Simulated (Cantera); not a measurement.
Charge: 1 mol C2H6, 2.2 mol NH3, 7.7 mol N2, 28 mol H2, held at 2398.15 K and 1 atm.

These are equilibrium values from Cantera (NASA tables, ideal gas, pure condensed phases), not measurements of a reactor. Candidate condensed phases: C, C6H6, C7H8, C8H18; 92 gas species. Rates play no part.

Base state: H2 0.767, N2 0.191, HCN 0.0208, H 0.0137, C2H2 (acetylene) 0.00530, HNC 0.00215, CH4 0.000106, CH3 3.49e-5 (mole fractions); condensed: C(graphite).

Task: What changes in the equilibrium state with this change: pressure from 1 atm to 85.0 bar?

Result: 
| species | before | after |
|---|---|---|
| H2 | 0.767 | 0.766 |
| N2 | 0.191 | 0.194 |
| HCN | 0.0208 | 0.0209 |
| H | 0.0137 | 0.00150 |
| CH4 | 0.000106 | 0.00889 |
| NH3 | 3.45e-6 | 0.000291 |
| CH3CN | 1.24e-6 | 0.000105 |
| C3H4 (propyne) | 1.66e-7 | 1.39e-5 |
| C2H4 | 4.36e-6 | 0.000365 |
| CH3 | 3.49e-5 | 0.000320 |
| C(graphite), mol | 0.533 | 0.119 |
The ideal-gas law is rough above about 30 bar.
